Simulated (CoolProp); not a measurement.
The numbers come from the reference Helmholtz-energy equation of state, Lemmon 2006 in CoolProp. It is a short technical equation, of lower accuracy than the large ones.

Give the vapour pressure (MPa), vapour density (kg/m³), enthalpy of vaporisation (kJ/kg), vapour viscosity (µPa s) of saturated n-nonane at 371.6 K.


```tsv
T (K)	p (MPa)	vapour density (kg/m³)	enthalpy of vaporisation (kJ/kg)	vapour viscosity (µPa s)
371.6	0.0199	0.842	321	6.70
```

Viscosity comes from a separate model (Huber 2004).
